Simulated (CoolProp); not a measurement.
Vapour-liquid equilibrium of R1234ze(E) (1) + n-pentane (2) at 282.1 K; x and y are mole fractions of (1).

Model: multi-fluid Helmholtz-energy mixture model, Thol 2016 and Thol 2019; pair parameters Bell 2016, in CoolProp.

```json
[
 {"x": "0.05", "bubble pressure (kPa)": "72.27", "y at the bubble point": "0.514", "dew pressure at overall composition x (kPa)": "38.07", "liquid density (mol/L)": "8.895"},
 {"x": "0.125", "bubble pressure (kPa)": "117.9", "y at the bubble point": "0.717", "dew pressure at overall composition x (kPa)": "41.23", "liquid density (mol/L)": "8.996"},
 {"x": "0.2", "bubble pressure (kPa)": "154.0", "y at the bubble point": "0.794", "dew pressure at overall composition x (kPa)": "44.97", "liquid density (mol/L)": "9.099"},
 {"x": "0.275", "bubble pressure (kPa)": "181.8", "y at the bubble point": "0.834", "dew pressure at overall composition x (kPa)": "49.44", "liquid density (mol/L)": "9.204"},
 {"x": "0.35", "bubble pressure (kPa)": "202.9", "y at the bubble point": "0.859", "dew pressure at overall composition x (kPa)": "54.89", "liquid density (mol/L)": "9.312"},
 {"x": "0.425", "bubble pressure (kPa)": "218.9", "y at the bubble point": "0.875", "dew pressure at overall composition x (kPa)": "61.68", "liquid density (mol/L)": "9.424"},
 {"x": "0.5", "bubble pressure (kPa)": "231.3", "y at the bubble point": "0.888", "dew pressure at overall composition x (kPa)": "70.35", "liquid density (mol/L)": "9.542"},
 {"x": "0.575", "bubble pressure (kPa)": "241.5", "y at the bubble point": "0.898", "dew pressure at overall composition x (kPa)": "81.83", "liquid density (mol/L)": "9.668"},
 {"x": "0.65", "bubble pressure (kPa)": "250.6", "y at the bubble point": "0.908", "dew pressure at overall composition x (kPa)": "97.69", "liquid density (mol/L)": "9.803"},
 {"x": "0.725", "bubble pressure (kPa)": "259.5", "y at the bubble point": "0.919", "dew pressure at overall composition x (kPa)": "120.9", "liquid density (mol/L)": "9.950"},
 {"x": "0.8", "bubble pressure (kPa)": "268.8", "y at the bubble point": "0.933", "dew pressure at overall composition x (kPa)": "157.6", "liquid density (mol/L)": "10.11"},
 {"x": "0.875", "bubble pressure (kPa)": "278.9", "y at the bubble point": "0.951", "dew pressure at overall composition x (kPa)": "218.6", "liquid density (mol/L)": "10.29"},
 {"x": "0.95", "bubble pressure (kPa)": "289.9", "y at the bubble point": "0.976", "dew pressure at overall composition x (kPa)": "278.5", "liquid density (mol/L)": "10.49"}
]
```

No azeotrope shows between x = 0.05 and 0.95.

The pair parameters rest on a limited set of measurements; away from them the model extrapolates. With so large a gap from Raoult's law the liquid may split in two, which this calculation doesn't test in full.
